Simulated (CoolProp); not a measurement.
Saturation properties of trans-2-butene (Tc = 428.6 K, pc = 4019 kPa, ω = 0.210).

Values from CoolProp's reference Helmholtz-energy equation of state, Lemmon 2005. It is a short technical equation, of lower accuracy than the large ones.

```csv
T (K),p (kPa),vapour density (kg/m³),liquid cp (kJ/(kg K)),surface tension (mN/m)
197.4,1.399,0.04792,2.000,26.2
211.9,4.150,0.1328,2.031,24.2
226.4,10.50,0.3158,2.066,22.3
240.9,23.37,0.6650,2.107,20.3
255.4,46.87,1.270,2.153,18.4
269.9,86.31,2.243,2.206,16.6
284.4,148.1,3.717,2.266,14.8
298.9,239.7,5.852,2.333,13.0
313.4,369.2,8.840,2.410,11.3
327.9,545.7,12.92,2.499,9.58
342.3,776.8,18.37,2.602,7.95
356.8,1076,25.70,2.731,6.38
371.3,1453,35.57,2.898,4.88
385.8,1921,49.18,3.141,3.46
400.3,2495,68.92,3.569,2.14
```

It boils at 274.0 K under 1 atm.

Surface tension comes from a separate correlation (Mulero 2014).
